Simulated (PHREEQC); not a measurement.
# Reverse-osmosis permeate (model solution)

Synthetic water in mg/L, 30 °C, pH 5.65, pe -2:

| constituent | mg/L |
|---|---|
| Na | 6.4 |
| K | 0.615 |
| Ca | 9.66 |
| Mg | 0.548 |
| Cl | 24 |
| S(6) as SO4 | 1.59 |
| Alkalinity as HCO3 | 6.7 |
| Zn | 0.0186 |
| Si as SiO2 | 0.236 |
| Ba | 0.0237 |

Na is adjusted to close the charge balance.
Valence states are taken as typed.

Model: ion-association model, phreeqc.dat, run in PHREEQC.

Precipitation was switched off in this run.

What specific conductance does the model give?

specific conductance 114 µS/cm.

In which forms is Zn present?

Zn+2 98 %, ZnHCO3+ 1.2 % of the Zn.

Complexes and solids missing from the database can't appear.
